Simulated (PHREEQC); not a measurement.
0.46 g of hydrous ferric oxide (600 m²/g; 0.2 weak and 0.005 strong sites per Fe, Dzombak-Morel constants, diffuse double layer) in 1 kg of water with 0.005 mol/kgw of an inert sodium salt and 4.5e-05 mol/kgw CuCl2, 0.00026 mol/kgw BaCl2 and 0.00017 mol/kgw NiCl2, at 25 °C; the pH is set by adding NaOH or the inert anion's acid. O2 is buffered at 0.21 atm. CO2 from the air is kept out. Precipitation was switched off in this run.

Equilibrium calculation in PHREEQC: ion-association model, wateq4f.dat.

```
pH  Cu sorbed (%)  Ba sorbed (%)  Ni sorbed (%)  surface charge σ (C/m²)  surface potential ψ (mV)
--  -------------  -------------  -------------  -----------------------  ------------------------
4             4.3            0.0            0.0                    0.196                       190
5            55.0            0.0            0.3                    0.101                       [?]
6            97.3            0.0            5.6                    0.045                       117
7             [?]            0.0            [?]                    0.019                        75
8            99.7            0.3           97.8                      [?]                        31
9            99.5            9.3          100.0                   -0.004                       [?]
10           97.8           54.9          100.0                      [?]                       -54
11            [?]           90.9           99.7                   -0.022                       -79
12           29.4           98.9           86.7                   -0.062                      -108
```

Question: Fill in the missing entries.

Answer: 
- 5, surface potential ψ (mV): 157
- 7, Cu sorbed (%): 99.8
- 7, Ni sorbed (%): 52.7
- 8, surface charge σ (C/m²): 0.006
- 9, surface potential ψ (mV): -20
- 10, surface charge σ (C/m²): -0.011
- 11, Cu sorbed (%): 80.0

Along this series the solution becomes supersaturated in solids that the run did not let form, among them Cu(OH)2, Ni(OH)2. The database's constant for dissolved Cu(OH)2 is higher than later reviews accept.
